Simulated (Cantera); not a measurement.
A closed system holds: 1 mol Al, 1.6 mol HCl, 3 mol H2, held at 677 °C and 44.0 mbar.

Method: chemical equilibrium by Gibbs-energy minimisation in Cantera with the NASA 1993 tables (ideal gas, pure condensed phases). Candidate condensed phases: Al, AlCl3; 12 gas species. The tables' values for AlCl2 are old estimates; treat these amounts as uncertain. Rates play no part.

Base state: H2 0.871, AlCl3 0.117, AlCl 0.00929, AlCl2 0.00224, Al2Cl6 0.000125, HCl 3.70e-5 (mole fractions); condensed: Al(l).

Task: What changes in the equilibrium state with this change: temperature from 677 °C to 1700 °C?

Result: 
| species | before | after |
|---|---|---|
| H2 | 0.871 | 0.705 |
| AlCl | 0.00929 | 0.175 |
| HCl | 3.70e-5 | 0.0914 |
| AlCl3 | 0.117 | 0.00417 |
| AlCl2 | 0.00224 | 0.0188 |
| H | 2.48e-9 | 0.00540 |
| Cl | <1e-9 | 0.000523 |
| Al(l), mol | 0.436 | 0 |

Task: What changes in the equilibrium state with this change: temperature from 677 °C to 850 °C?

Result: 
```
species       before     after
----------  --------  --------
H2             0.871     0.815
AlCl         0.00929    0.0996
AlCl3          0.117    0.0733
AlCl2        0.00224    0.0118
Al2Cl6      0.000125   5.23e-6
HCl          3.70e-5  0.000237
Al(l), mol     0.436     0.139
```

Task: What changes in the equilibrium state with this change: pressure from 44.0 mbar to 0.133 bar?

Result: 
| species | before | after |
|---|---|---|
| H2 | 0.871 | 0.874 |
| AlCl3 | 0.117 | 0.119 |
| AlCl | 0.00929 | 0.00446 |
| Al2Cl6 | 0.000125 | 0.000393 |
| AlCl2 | 0.00224 | 0.00157 |
| Al(l), mol | 0.436 | 0.452 |
